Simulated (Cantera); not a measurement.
A perfectly stirred reactor is fed with CH4 : H2O = 1 : 4.3 (molar parts), at 1.00 bar; it is held at 2025 K, and followed from long to short residence time.

Model: GRI-Mech 3.0 (53 species, 325 reactions), integrated in Cantera.

Task: What does this change do: temperature 2025 to 1600 K?

Result: 
```
quantity                 before     after
---------------------  --------  --------
x(CH4) at τ = 0.790 s  0.000621    0.0464
x(H2O) at τ = 0.790 s     0.429     0.601
x(O2) at τ = 0.790 s    1.12e-7  1.03e-10
x(OH) at τ = 0.790 s   0.000128   2.31e-6
x(C2H) at τ = 0.790 s   1.67e-9   9.00e-9
x(CH4) at τ = 37.0 ms   0.00731     0.119
x(H2O) at τ = 37.0 ms     0.453     0.756
x(O2) at τ = 37.0 ms    1.28e-7  4.36e-10
x(OH) at τ = 37.0 ms   0.000138   3.58e-6
x(C2H) at τ = 37.0 ms   2.19e-7   9.91e-9
```

Task: What does this change do: temperature 2025 to 1673 K?

Result: 
| quantity | before | after |
|---|---|---|
| x(CH4) at τ = 0.790 s | 0.000621 | 0.0274 |
| x(H2O) at τ = 0.790 s | 0.429 | 0.528 |
| x(O2) at τ = 0.790 s | 1.12e-7 | 3.62e-10 |
| x(OH) at τ = 0.790 s | 0.000128 | 4.84e-6 |
| x(C2H) at τ = 0.790 s | 1.67e-9 | 1.58e-8 |
| x(CH4) at τ = 37.0 ms | 0.00731 | 0.0796 |
| x(H2O) at τ = 37.0 ms | 0.453 | 0.706 |
| x(O2) at τ = 37.0 ms | 1.28e-7 | 1.18e-9 |
| x(OH) at τ = 37.0 ms | 0.000138 | 7.96e-6 |
| x(C2H) at τ = 37.0 ms | 2.19e-7 | 4.07e-8 |
